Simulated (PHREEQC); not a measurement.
0.025 g of hydrous ferric oxide (600 m²/g; 0.2 weak and 0.005 strong sites per Fe, Dzombak-Morel constants, diffuse double layer) in 1 kg of water with 0.005 mol/kgw of an inert sodium salt and 7.6e-07 mol/kgw CaCl2, 1.8e-07 mol/kgw BaCl2 and 7.1e-08 mol/kgw CuSO4, at 25 °C; the pH is set by adding NaOH or the inert anion's acid. Oxygen is held at 0.21 atm. CO2 from the air is kept out. Precipitation was switched off in this run.

The series has 17 steps of pH, from 3 to 11.

The numbers come from PHREEQC with the ion-association model, wateq4f.dat.

Question: Near which pH is half of the Ca sorbed, and on which side is more sorbed?

Answer: Near pH 8.8, with more sorbed at higher pH.

Question: Near which pH is half of the Ba sorbed, and on which side is more sorbed?

Answer: Near pH 8.5, with more sorbed at higher pH.

Question: Near which pH is half of the S sorbed, and on which side is more sorbed?

Answer: Near pH 6.1, with more sorbed at lower pH.

Species that the database lacks are ignored. The database's constant for dissolved Cu(OH)2 is higher than later reviews accept. The oxide is taken as insoluble; below pH 4 it would dissolve.
